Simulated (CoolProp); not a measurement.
Normal hydrogen along the isotherm 29 K: density (kg/m³) from the reference equation and from simpler models built on Tc = 33.1 K, pc = 1.296 MPa, ω = -0.219; each cubic takes its own stable root.

Computed with CoolProp (reference Helmholtz-energy equation of state, Leachman 2009).

```tsv
p (MPa)	phase	reference	van der Waals	Soave-Redlich-Kwong
0.0102	gas	0.08559	0.08555	0.08559
0.015	gas	0.1261	0.1260	0.1261
0.0221	gas	0.1862	0.1861	0.1863
0.0324	gas	0.2740	0.2737	0.2741
0.0476	gas	0.4049	0.4041	0.4050
0.0698	gas	0.5986	0.5969	0.5990
0.102	gas	0.8856	0.8819	0.8863
0.15	gas	1.328	1.319	1.329
0.221	gas	2.016	1.996	?
0.324	gas	3.104	3.055	3.110
0.476	gas	4.980	4.841	?
0.698	liquid	57.21	?	55.80
1.02	liquid	58.75	45.57	58.24
1.5	liquid	?	47.59	60.93
2.21	liquid	62.55	49.69	63.88
3.24	liquid	64.83	51.85	67.05
```

Problem. What belongs in the gaps?

Solution. 
- 0.221, Soave-Redlich-Kwong: 2.019
- 0.476, Soave-Redlich-Kwong: 4.987
- 0.698, van der Waals: 8.345
- 1.5, reference: 60.52

At some of these states van der Waals gives the other phase, because its saturation line lies elsewhere.
